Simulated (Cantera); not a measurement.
A perfectly stirred reactor is fed with CO : O₂ : H₂O : N₂ = 0.0024 : 0.01 : 0.00011 : 1 (molar parts), equivalence ratio 0.12, at 1000000 Pa; it is held at 925 K, and followed from long to short residence time.

Computed with Cantera and GRI-Mech 3.0 (53 species, 325 reactions).

### Question
What does this change do: temperature 925 to 1150 K?

### Answer
| quantity | before | after |
|---|---|---|
| x(CO) at τ = 14.0 s | 0.00232 | 0.000253 |
| x(O₂) at τ = 14.0 s | 0.00985 | 0.00883 |
| x(H₂O) at τ = 14.0 s | 0.000109 | 0.000109 |
| x(CO₂) at τ = 14.0 s | 4.94e-5 | 0.00212 |
| x(HO₂) at τ = 14.0 s | 1.37e-8 | 1.90e-7 |
| x(CO) at τ = 31.0 ms | 0.00237 | 0.00234 |
| x(O₂) at τ = 31.0 ms | 0.00988 | 0.00986 |
| x(H₂O) at τ = 31.0 ms | 0.000109 | 0.000108 |
| x(CO₂) at τ = 31.0 ms | 2.68e-9 | 3.24e-5 |
| x(HO₂) at τ = 31.0 ms | 3.75e-11 | 2.78e-7 |

### Question
What does this change do: temperature 925 to 1125 K?

### Answer
```
quantity                 before     after
---------------------  --------  --------
x(CO) at τ = 14.0 s     0.00232  0.000405
x(O₂) at τ = 14.0 s     0.00985   0.00890
x(H₂O) at τ = 14.0 s   0.000109  0.000109
x(CO₂) at τ = 14.0 s    4.94e-5   0.00197
x(HO₂) at τ = 14.0 s    1.37e-8   1.94e-7
x(CO) at τ = 31.0 ms    0.00237   0.00236
x(O₂) at τ = 31.0 ms    0.00988   0.00987
x(H₂O) at τ = 31.0 ms  0.000109  0.000109
x(CO₂) at τ = 31.0 ms   2.68e-9   1.16e-5
x(HO₂) at τ = 31.0 ms  3.75e-11   1.35e-7
```

### Question
What does this change do: 0.0036 parts CH4 added?

### Answer
```tsv
quantity	before	after
x(CO) at τ = 14.0 s	0.00232	0.00148
x(O₂) at τ = 14.0 s	0.00985	0.00301
x(H₂O) at τ = 14.0 s	0.000109	0.00648
x(CO₂) at τ = 14.0 s	4.94e-5	0.00408
x(HO₂) at τ = 14.0 s	1.37e-8	1.06e-6
x(CO) at τ = 31.0 ms	0.00237	0.00236
x(O₂) at τ = 31.0 ms	0.00988	0.00984
x(H₂O) at τ = 31.0 ms	0.000109	0.000108
x(CO₂) at τ = 31.0 ms	2.68e-9	3.25e-9
x(HO₂) at τ = 31.0 ms	3.75e-11	3.13e-10
```
